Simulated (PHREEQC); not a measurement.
**Brine: an equilibrium model**

A solution holds 2.3 mol/kgw MgSO4, 0.11 mol/kgw NaHCO3 and 0.73 mol/kgw KHSO4, at 25 °C and 100 atm. Closed to the air; pH follows from the charge balance.

All values are PHREEQC results (Pitzer model, pitzer.dat), not measurements.

No solid was allowed to form.

Q: Estimate the pH.

A: pH 0.56.

Q: In which forms is S present?

A: SO4-2 83 %, HSO4- 17 % of the S.

In brines, pH and single-ion activities rest on the MacInnes convention. Under pressure, the constants of complexes without a molar volume in the database are unreliable.
